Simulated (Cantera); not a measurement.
Charge: 1 mol C₂H₄, 0.01 mol NH₃, held at 2948 K and 75.0 mbar.

Cantera equilibrium calculation (NASA polynomials, part measured and part estimated; ideal gas, pure solids and liquids). Candidate condensed phases: C, C₆H₆, C₇H₈, C₈H₁₈; 92 gas species. Kinetics and transport are ignored.

Base state: H₂ 0.584, H 0.374, C₂H₂ (acetylene) 0.0311, C₂H 0.00318, HCN 0.00264, C₃ 0.00237, C₄H₂ 0.000693, HNC 0.000478 (mole fractions); condensed: C(graphite).

Q: What changes in the equilibrium state with this change: 0.6 mol O₂ added?

A: 
```json
[
 {"species": "H₂", "before": "0.584", "after": "0.361"},
 {"species": "CO", "before": "0", "after": "0.316"},
 {"species": "H", "before": "0.374", "after": "0.295"},
 {"species": "C₂H₂ (acetylene)", "before": "0.0311", "after": "0.0193"},
 {"species": "CH₃", "before": "2.17e-5", "after": "1.06e-5"},
 {"species": "C₄H₂", "before": "0.000693", "after": "0.000429"},
 {"species": "C₂H₂ (vinylidene)", "before": "8.69e-5", "after": "5.38e-5"},
 {"species": "C₆H₂", "before": "1.63e-5", "after": "1.01e-5"},
 {"species": "CH₂", "before": "3.21e-5", "after": "1.99e-5"},
 {"species": "C(graphite), mol", "before": "1.79", "after": "0.588"}
]
```
Further candidate phases: H₂O.
